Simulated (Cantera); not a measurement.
A perfectly stirred reactor is fed with CH₄ : C₂H₆ : C₃H₈ : O₂ : N₂ : H₂O = 1 : 0.12 : 1.4 : 6.28 : 23.6 : 0.19 (molar parts), equivalence ratio 1.5, at 5.00 bar; it is adiabatic with a 425 K inlet, and is followed from long to short residence time, starting on the burning branch (τ in s: 0.47, 0.11, 0.025, 0.0059, 0.0014, 0.00032, 7.4e-05, 1.7e-05, 4e-06).

Computed with Cantera and GRI-Mech 3.0 (53 species, 325 reactions). GRI-Mech 3.0 was tuned for natural gas; its chemistry of propane as a main component is partial and can be far from experiment.

Task: Predict: blow-out, bracketed by the residence times tried; x(CH₄) at τ = 0.470 s; x(C₂H₆) at τ = 0.470 s; x(C₃H₈) at τ = 0.470 s; x(CH₃) at τ = 0.470 s; x(NO) at τ = 0.470 s; x(CH₄) at τ = 1.40 ms; x(C₂H₆) at τ = 1.40 ms; x(C₃H₈) at τ = 1.40 ms; x(CH₃) at τ = 1.40 ms; x(NO) at τ = 1.40 ms.

Result: 
```
Property                                                                        Value
------------------------------------------------  -----------------------------------
blow-out, bracketed by the residence times tried  burning at 0.320 ms, out at 74.0 µs
x(CH₄) at τ = 0.470 s                                                        0.000139
x(C₂H₆) at τ = 0.470 s                                                        1.16e-8
x(C₃H₈) at τ = 0.470 s                                                        4.54e-8
x(CH₃) at τ = 0.470 s                                                         1.15e-5
x(NO) at τ = 0.470 s                                                          2.93e-5
x(CH₄) at τ = 1.40 ms                                                         0.00286
x(C₂H₆) at τ = 1.40 ms                                                        9.86e-6
x(C₃H₈) at τ = 1.40 ms                                                        1.17e-5
x(CH₃) at τ = 1.40 ms                                                        0.000553
x(NO) at τ = 1.40 ms                                                          4.14e-5
```
